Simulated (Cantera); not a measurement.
# Diamond growth

A diamond (100) surface in a fixed gas of H2 with x(CH4) = 0.0036, x(H) = 0.00026, x(CH3) = 4.8e-05, at 1400 K; coverages are run to steady state.

Model: the Harris–Goodwin 1993 mechanism for the reconstructed diamond (100) surface, integrated in Cantera.

```tsv
P (Pa)	growth (µm/h)	θ c6HH	θ c6H*	θ c6*H	θ c6**
640	0.000313	0.550	0.0432	0.396	0.0110
960	0.000688	0.553	0.0430	0.393	0.0109
1400	0.00143	0.555	0.0428	0.392	0.0108
2200	0.00342	0.556	0.0426	0.390	0.0107
3300	0.00739	0.557	0.0425	0.389	0.0107
4900	0.0154	0.558	0.0425	0.389	0.0107
7400	0.0327	0.558	0.0424	0.388	0.0106
11000	0.0656	0.559	0.0424	0.388	0.0106
```
θ: site fractions in the mechanism's names (c6HH fully hydrogenated, c6H* and c6*H radical sites, c6** diradical, c6HM methylated).
